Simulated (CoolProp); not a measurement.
A simple Rankine cycle with vinyl chloride: condensing at 304.15 K, boiler at 3.24 MPa, turbine inlet 429 K, turbine efficiency 0.85, pump efficiency 0.8, no recuperator. Each further row changes one setting.

Computed with CoolProp (reference Helmholtz-energy equation of state, Thol 2022).

| case | thermal efficiency (%) | net work (kJ/kg) | heat in (kJ/kg) | turbine exit temperature (K) | volume ratio over the turbine |
|---|---|---|---|---|---|
| as stated | … | 65.3 | 404 | … | 6.28 |
| condensing temperature 296.15 K | … | … | … | … | 7.78 |
| boiler pressure 2.27 MPa | 14.0 | 58.9 | 421 | 349.9 | … |
| turbine efficiency 0.75 | 14.1 | 57.1 | 404 | 335.2 | 6.48 |

### Question
What belongs in the gaps?

### Answer

- as stated, thermal efficiency (%): 16.1
- as stated, turbine exit temperature (K): 326.9
- condensing temperature 296.15 K, thermal efficiency (%): 17.5
- condensing temperature 296.15 K, net work (kJ/kg): 72.8
- condensing temperature 296.15 K, heat in (kJ/kg): 417
- condensing temperature 296.15 K, turbine exit temperature (K): 316.9
- boiler pressure 2.27 MPa, volume ratio over the turbine: 4.35
